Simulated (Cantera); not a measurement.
Input: 1 mol CH₃SiCl₃, 6.2 mol H₂, at 1050 K and 0.00710 bar.

Cantera equilibrium calculation (NASA polynomials, part measured and part estimated; ideal gas, pure solids and liquids). Candidate condensed phases: C, C₆H₆, C₇H₈, C₈H₁₈, Si, SiC; 109 gas species. The feed counts by its element totals alone. The tables' values for SiCl₃ are old estimates; treat these amounts as uncertain. Kinetics and transport are ignored.

Base state: H₂ 0.737, HCl 0.238, SiCl₄ 0.0231, SiHCl₃ 0.000743, SiCl₃ 0.000330, CH₄ 0.000221, SiCl₂ 8.51e-5 (mole fractions); condensed: C(graphite) + SiC(s).

Task: What changes in the equilibrium state with this change: pressure from 0.00710 bar to 1.00 bar?

Result: 
| species | before | after |
|---|---|---|
| H₂ | 0.737 | 0.802 |
| HCl | 0.238 | 0.0925 |
| SiCl₄ | 0.0231 | 0.0626 |
| CH₄ | 0.000221 | 0.0368 |
| SiH₂Cl₂ | 2.72e-6 | 5.79e-5 |
| SiHCl₃ | 0.000743 | 0.00564 |
| C(graphite), mol | 0.216 | 0.263 |
| SiC(s), mol | 0.782 | 0.430 |
